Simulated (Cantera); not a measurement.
## Thermodynamics of aluminium nitride and oxide growth, feed AlCl3 + N2 + H2

Charge: 1 mol AlCl3, 53 mol N2, 990 mol H2, held at 0.000770 bar.

These are equilibrium values from Cantera (NASA tables, ideal gas, pure condensed phases), not measurements of a reactor. Candidate condensed phases: Al, AlCl3, AlN, NH4Cl; 20 gas species. Rates play no part.

| T (K) | x H2 | x N2 | x HCl | x H | n AlN(s) |
|---|---|---|---|---|---|
| 1323 | 0.947 | 0.0504 | 0.00262 | 5.56e-5 | 0.739 |
| 1348 | 0.947 | 0.0505 | 0.00245 | 8.11e-5 | 0.563 |
| 1373 | 0.946 | 0.0506 | 0.00220 | 0.000117 | 0.309 |
| 1398 | 0.946 | 0.0507 | 0.00191 | 0.000166 | 0 |
| 1423 | 0.946 | 0.0507 | 0.00191 | 0.000233 | 0 |
| 1448 | 0.946 | 0.0507 | 0.00191 | 0.000323 | 0 |
| 1473 | 0.946 | 0.0507 | 0.00191 | 0.000443 | 0 |
| 1498 | 0.946 | 0.0507 | 0.00191 | 0.000602 | 0 |
| 1523 | 0.946 | 0.0507 | 0.00191 | 0.000810 | 0 |
| 1548 | 0.945 | 0.0507 | 0.00191 | 0.00108 | 0 |
| 1573 | 0.945 | 0.0507 | 0.00191 | 0.00142 | 0 |
| 1598 | 0.945 | 0.0507 | 0.00191 | 0.00186 | 0 |
| 1623 | 0.944 | 0.0507 | 0.00192 | 0.00242 | 0 |
x: gas mole fraction; n: condensed amount in mol.

From 1323 K to 1373 K the condensed part is AlN(s). From 1398 K to 1623 K nothing is condensed. The main Al-bearing gas is AlCl throughout.
